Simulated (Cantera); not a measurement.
A Cantera script and what it prints.

```python
import numpy as np
import cantera as ct

gas_names = """
    H H2 N NH NH2 NH3 N2 N2H2 N2H4 Pb Pb2
""".split()
cond_names = """
    Pb(cr) Pb(L)
""".split()


# ... load() reads the species with a 1 bar reference pressure and builds the phases ...
atoms = {
    'Pb': {'Pb': 1},
    'NH3': {'N': 1, 'H': 3},
    'H2': {'H': 2},
}
top_T = {}  # K; cautious upper limits of use, not melting points


# ... equilibrate(T, P, feed) seeds the gas with the atoms and calls Mixture.equilibrate('TP', solver="vcs", rtol=1e-11, max_steps=5000) ...
results = []
feed = {'Pb': 1, 'NH3': 0.3, 'H2': 14}  # mol
T = 1650  # K
P = 900000  # Pa
mix = equilibrate(T, P, feed)
results.append((T, P, feed, dict(zip(mix.species_names, mix.species_moles))))
print(gas.report(threshold=1e-06))
for i in range(1, mix.n_phases):
    print(f"{mix.phase(i).name:16s} {mix.phase_moles(i):12.5e} mol")
```

Output:

```
       temperature   1650 K
          pressure   9e+05 Pa
           density   0.28631 kg/m^3
  mean mol. weight   4.3643 kg/kmol
   phase of matter   gas

                          1 kg             1 kmol
                     ---------------   ---------------
          enthalpy        9.8786e+06        4.3113e+07  J
   internal energy        6.7352e+06        2.9395e+07  J
           entropy             37950        1.6563e+05  J/K
    Gibbs function       -5.2739e+07       -2.3017e+08  J
 heat capacity c_p            7529.8             32863  J/K
 heat capacity c_v            5624.7             24548  J/K

                      mass frac. Y      mole frac. X     chem. pot. / RT
                     ---------------   ---------------   ---------------
                 H        6.9224e-06        2.9972e-05           -8.3541
                H2           0.45252           0.97964           -16.708
               NH3         0.0001409        3.6107e-05           -39.414
                N2          0.065164          0.010152           -28.703
                Pb           0.48121          0.010136            -11.49
               Pb2        0.00095532        1.0061e-05           -22.979
     [   +5 minor]        1.2111e-08        3.2991e-09

Pb(L)             8.50205e-01 mol
```

These are equilibrium values from Cantera (NASA tables, ideal gas, pure condensed phases), not measurements of a reactor.
